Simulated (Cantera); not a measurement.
A closed system holds: 1 mol SiC, 0.0091 mol H2O, 900 mol N2, equilibrated at 8.25 Torr.

Cantera equilibrium calculation (NASA polynomials, part measured and part estimated; ideal gas, pure solids and liquids). Candidate condensed phases: C, C6H6, C7H8, C8H18, H2O, Si, SiC, SiO2, Si2N2O, Si3N4; 151 gas species. N2 is the only nitrogen source here; it is nearly inert below about 1500 K, so the nitride shown seldom forms there in practice. Mutual solubility and eutectic melting of coexisting phases are not modelled. Kinetics and transport are ignored.

x: gas mole fraction; n: condensed amount in mol.

```json
[
 {"T (°C)": "875", "x N2": "1.000", "x Si": "<1e-12", "x CO": "5.60e-7", "x H2": "1.01e-5", "x H": "2.17e-9", "x HCN": "1.29e-7", "x SiO": "8.00e-12", "n C(graphite)": "0.999", "n Si2N2O(s)": "0.00860", "n Si3N4(s)": "0.328", "n SiC(s)": "0"},
 {"T (°C)": "925", "x N2": "1.000", "x Si": "<1e-12", "x CO": "2.37e-6", "x H2": "1.00e-5", "x H": "5.73e-9", "x HCN": "2.30e-7", "x SiO": "1.03e-10", "n C(graphite)": "0.998", "n Si2N2O(s)": "0.00697", "n Si3N4(s)": "0.329", "n SiC(s)": "0"},
 {"T (°C)": "975", "x N2": "1.000", "x Si": "<1e-12", "x CO": "8.90e-6", "x H2": "9.91e-6", "x H": "1.40e-8", "x HCN": "3.91e-7", "x SiO": "1.07e-9", "n C(graphite)": "0.992", "n Si2N2O(s)": "0.00110", "n Si3N4(s)": "0.333", "n SiC(s)": "0"},
 {"T (°C)": "1025", "x N2": "1.000", "x Si": "4.53e-12", "x CO": "1.01e-5", "x H2": "9.78e-6", "x H": "3.20e-8", "x HCN": "6.35e-7", "x SiO": "3.11e-9", "n C(graphite)": "0.990", "n Si2N2O(s)": "0", "n Si3N4(s)": "0.333", "n SiC(s)": "0"},
 {"T (°C)": "1075", "x N2": "1.000", "x Si": "4.89e-11", "x CO": "1.01e-5", "x H2": "9.58e-6", "x H": "6.83e-8", "x HCN": "9.91e-7", "x SiO": "7.41e-9", "n C(graphite)": "0.990", "n Si2N2O(s)": "0", "n Si3N4(s)": "0.333", "n SiC(s)": "0"},
 {"T (°C)": "1125", "x N2": "1.000", "x Si": "4.45e-10", "x CO": "1.01e-5", "x H2": "9.47e-6", "x H": "1.39e-7", "x HCN": "1.14e-6", "x SiO": "2.18e-8", "n C(graphite)": "0", "n Si2N2O(s)": "0", "n Si3N4(s)": "0.00337", "n SiC(s)": "0.990"},
 {"T (°C)": "1175", "x N2": "1.000", "x Si": "3.47e-9", "x CO": "1.00e-5", "x H2": "9.47e-6", "x H": "2.70e-7", "x HCN": "1.01e-6", "x SiO": "7.67e-8", "n C(graphite)": "0", "n Si2N2O(s)": "0", "n Si3N4(s)": "0.00329", "n SiC(s)": "0.990"},
 {"T (°C)": "1225", "x N2": "1.000", "x Si": "2.35e-8", "x CO": "9.87e-6", "x H2": "9.40e-6", "x H": "5.02e-7", "x HCN": "8.96e-7", "x SiO": "2.44e-7", "n C(graphite)": "0", "n Si2N2O(s)": "0", "n Si3N4(s)": "0.00315", "n SiC(s)": "0.990"},
 {"T (°C)": "1275", "x N2": "1.000", "x Si": "1.41e-7", "x CO": "9.41e-6", "x H2": "9.26e-6", "x H": "8.93e-7", "x HCN": "8.01e-7", "x SiO": "6.97e-7", "n C(graphite)": "0", "n Si2N2O(s)": "0", "n Si3N4(s)": "0.00281", "n SiC(s)": "0.991"},
 {"T (°C)": "1325", "x N2": "1.000", "x Si": "7.51e-7", "x CO": "8.38e-6", "x H2": "8.98e-6", "x H": "1.52e-6", "x HCN": "7.16e-7", "x SiO": "1.73e-6", "n C(graphite)": "0", "n Si2N2O(s)": "0", "n Si3N4(s)": "0.00196", "n SiC(s)": "0.992"},
 {"T (°C)": "1375", "x N2": "1.000", "x Si": "3.52e-6", "x CO": "6.69e-6", "x H2": "8.53e-6", "x H": "2.48e-6", "x HCN": "6.55e-7", "x SiO": "3.42e-6", "n C(graphite)": "0", "n Si2N2O(s)": "0", "n Si3N4(s)": "0", "n SiC(s)": "0.993"},
 {"T (°C)": "1425", "x N2": "1.000", "x Si": "6.80e-6", "x CO": "8.12e-6", "x H2": "(withheld)", "x H": "3.79e-6", "x HCN": "1.28e-6", "x SiO": "1.99e-6", "n C(graphite)": "0", "n Si2N2O(s)": "0", "n Si3N4(s)": "0", "n SiC(s)": "0.991"},
 {"T (°C)": "1475", "x N2": "1.000", "x Si": "1.06e-5", "x CO": "9.31e-6", "x H2": "(withheld)", "x H": "5.35e-6", "x HCN": "2.74e-6", "x SiO": "7.96e-7", "n C(graphite)": "0", "n Si2N2O(s)": "0", "n Si3N4(s)": "0", "n SiC(s)": "0.989"},
 {"T (°C)": "1525", "x N2": "1.000", "x Si": "1.46e-5", "x CO": "9.85e-6", "x H2": "(withheld)", "x H": "6.65e-6", "x HCN": "5.51e-6", "x SiO": "2.60e-7", "n C(graphite)": "0", "n Si2N2O(s)": "0", "n Si3N4(s)": "0", "n SiC(s)": "0.986"}
]
```

### Question
Complete the blanks.

### Answer

- 1425, x H2: 7.55e-6
- 1475, x H2: 6.02e-6
- 1525, x H2: 3.92e-6
